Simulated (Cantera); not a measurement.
**S + H2 + N2 (abatement and gas-phase synthesis)**

Charge: 1 mol S, 3.9 mol H2, 0.83 mol N2, held at 0.290 bar.

Cantera equilibrium calculation (NASA polynomials, part measured and part estimated; ideal gas, pure solids and liquids). Candidate condensed phases: S; 15 gas species. Gases not in the tables: S3 to S7. Equilibrium is a limit: real reactors are often held back by kinetics, nucleation or transport.

From 1250 K to 1575 K nothing is condensed.

| T (K) | x H2 | x H2S | x N2 | x S2 | x SH | x H | x S | x NH3 |
|---|---|---|---|---|---|---|---|---|
| 1250 | 0.615 | 0.208 | 0.175 | 0.00163 | 0.000156 | 7.04e-7 | 9.42e-8 | 8.95e-6 |
| 1275 | 0.616 | 0.206 | 0.175 | 0.00225 | 0.000211 | 1.07e-6 | 1.67e-7 | 8.06e-6 |
| 1300 | 0.617 | 0.204 | 0.175 | 0.00306 | 0.000282 | 1.61e-6 | 2.88e-7 | 7.30e-6 |
| 1325 | 0.619 | 0.202 | 0.175 | 0.00408 | 0.000371 | 2.39e-6 | 4.86e-7 | 6.64e-6 |
| 1350 | 0.621 | 0.199 | 0.174 | 0.00535 | 0.000482 | 3.49e-6 | 8.00e-7 | 6.06e-6 |
| 1375 | 0.623 | 0.196 | 0.174 | 0.00687 | 0.000617 | 5.02e-6 | 1.29e-6 | 5.56e-6 |
| 1400 | 0.625 | 0.191 | 0.174 | 0.00867 | 0.000779 | 7.14e-6 | 2.03e-6 | 5.11e-6 |
| 1425 | 0.628 | 0.187 | 0.174 | 0.0107 | 0.000972 | 1.00e-5 | 3.13e-6 | 4.72e-6 |
| 1450 | 0.631 | 0.181 | 0.173 | 0.0130 | 0.00120 | 1.40e-5 | 4.74e-6 | 4.38e-6 |
| 1475 | 0.635 | 0.175 | 0.173 | 0.0156 | 0.00146 | 1.92e-5 | 7.02e-6 | 4.08e-6 |
| 1500 | 0.639 | 0.169 | 0.172 | 0.0183 | 0.00175 | 2.61e-5 | 1.02e-5 | 3.80e-6 |
| 1525 | 0.643 | 0.162 | 0.172 | 0.0211 | 0.00208 | 3.52e-5 | 1.46e-5 | 3.56e-6 |
| 1550 | 0.647 | 0.155 | 0.171 | 0.0241 | 0.00245 | 4.70e-5 | 2.06e-5 | 3.34e-6 |
| 1575 | 0.651 | 0.148 | 0.170 | 0.0271 | 0.00286 | 6.23e-5 | 2.85e-5 | 3.14e-6 |
x: gas mole fraction; nothing condenses.
